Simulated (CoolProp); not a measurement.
Vapour-liquid equilibrium of acetone (1) + n-nonane (2) at 0.32 MPa; x and y are mole fractions of (1).

Values from CoolProp's multi-fluid Helmholtz-energy mixture model, Lemmon 2006 and Lemmon 2006; pair parameters Bell 2016.

| x | bubble temperature (K) | y at the bubble point | dew temperature at overall composition x (K) | liquid density (mol/L) |
|---|---|---|---|---|
| 0.05 | 447.3 | 0.427 | 470.8 | 4.701 |
| 0.125 | 419.8 | ? | 466.6 | 5.137 |
| 0.2 | 403.8 | 0.828 | 462.3 | 5.517 |
| 0.275 | 394.3 | 0.876 | 457.7 | 5.879 |
| 0.35 | 388.5 | 0.901 | 452.8 | 6.249 |
| 0.425 | 384.6 | ? | 447.4 | 6.641 |
| 0.5 | 381.7 | 0.928 | 441.6 | 7.069 |
| 0.575 | 379.5 | 0.937 | 435.1 | 7.547 |
| 0.65 | 377.4 | 0.945 | 427.7 | 8.089 |
| 0.725 | 375.4 | 0.954 | 419.0 | 8.711 |
| 0.8 | 373.4 | ? | 408.4 | 9.434 |
| 0.875 | 371.2 | 0.975 | 394.6 | 10.28 |
| 0.95 | 369.0 | 0.989 | ? | ? |

Task: What belongs in the gaps?

Result: 
- 0.125, y at the bubble point: 0.719
- 0.425, y at the bubble point: 0.917
- 0.8, y at the bubble point: 0.964
- 0.95, dew temperature at overall composition x (K): 376.3
- 0.95, liquid density (mol/L): 11.29

No azeotrope shows between x = 0.05 and 0.95.

The pair parameters rest on a limited set of measurements; away from them the model extrapolates. With so large a gap from Raoult's law the liquid may split in two, which this calculation doesn't test in full.
